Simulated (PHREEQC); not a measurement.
Consider water at 20 °C with 0.014 mol FeCl3, 6.9e-05 mol ZnCl2, 0.0016 mol NaHCO3 and 0.00017 mol Na2SO4 per kg of water. Closed to the air; pH follows from the charge balance.

Model: ion-association model, phreeqc.dat, run in PHREEQC.

No solid was allowed to form.

**Question.** Predict the pH.

**Answer.** pH 2.35.

**Question.** In which forms is S present?

**Answer.** FeSO4+ 80 %, SO4-2 15 %, HSO4- 3.0 %, FeHSO4+2 1.9 % of the S.

Examples of supersaturated solids here: Hematite (slow to form), Goethite (slow to form). Others may be too.
